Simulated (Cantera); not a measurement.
A Cantera script and its output.

```python
import numpy as np
import cantera as ct

gas = ct.Solution("gri30.yaml")
gas.TPX = 1325, 2666, {'N2O': 1, 'O2': 1.5}
inlet = ct.Reservoir(gas, clone=True)

reactor = ct.IdealGasConstPressureReactor(gas, energy="off", clone=False)
exhaust = ct.Reservoir(gas, clone=True)
tau = [0.93, 0.5, 0.27, 0.15, 0.08, 0.043, 0.024, 0.013, 0.0069][0]
for a, b in ((inlet, reactor), (reactor, exhaust)):
    ct.MassFlowController(a, b, mdot=lambda t: reactor.mass / tau)
net = ct.ReactorNet([reactor])
show = ['N2O', 'O2', 'NO2', 'N2', 'NO', 'O']

rows = []
print(f"{'tau/s':>10s}{'T/K':>9s}" + "".join(f"{s:>11s}" for s in show))
for tau in [0.93, 0.5, 0.27, 0.15, 0.08, 0.043, 0.024, 0.013, 0.0069]:
    net.initial_time = 0.0
    net.advance(30 * tau)
    before = gas.X
    net.advance(40 * tau)
    drift = np.max(np.abs(gas.X - before) / (gas.X + 1e-9))
    rows.append([gas.T, *gas[show].X, drift])
    print(f"{tau:10.3e}{gas.T:9.1f}" + "".join(f"{x:11.3e}" for x in gas[show].X))
```

It prints:

```
     tau/s      T/K        N2O         O2        NO2         N2         NO          O
 9.300e-01   1325.0  3.460e-01  6.054e-01  3.757e-06  4.140e-02  7.206e-03  1.051e-05
 5.000e-01   1325.0  3.690e-01  6.031e-01  1.997e-06  2.374e-02  4.133e-03  1.051e-05
 2.700e-01   1325.0  3.827e-01  6.017e-01  9.869e-07  1.329e-02  2.314e-03  1.051e-05
 1.500e-01   1325.0  3.902e-01  6.010e-01  4.646e-07  7.527e-03  1.310e-03  1.050e-05
 8.000e-02   1325.0  3.947e-01  6.005e-01  1.879e-07  4.057e-03  7.052e-04  1.048e-05
 4.300e-02   1325.0  3.971e-01  6.003e-01  6.936e-08  2.190e-03  3.799e-04  1.043e-05
 2.400e-02   1325.0  3.984e-01  6.002e-01  2.503e-08  1.223e-03  2.113e-04  1.036e-05
 1.300e-02   1325.0  3.991e-01  6.001e-01  7.990e-09  6.596e-04  1.132e-04  1.023e-05
 6.900e-03   1325.0  3.995e-01  6.000e-01  2.313e-09  3.466e-04  5.868e-05  9.981e-06
```

Detailed kinetics in Cantera: GRI-Mech 3.0 (53 species, 325 reactions). GRI-Mech 3.0 was tuned for natural gas; its chemistry of N2O as a main component is partial and can be far from experiment. Radical loss at walls, strong at low pressure, is not modelled. The mechanism lacks the step 2 NO + O2 → 2 NO2, which can matter for NO2 below about 1400 K. The temperature is held fixed by assumption; the heat of reaction is taken as removed at once.
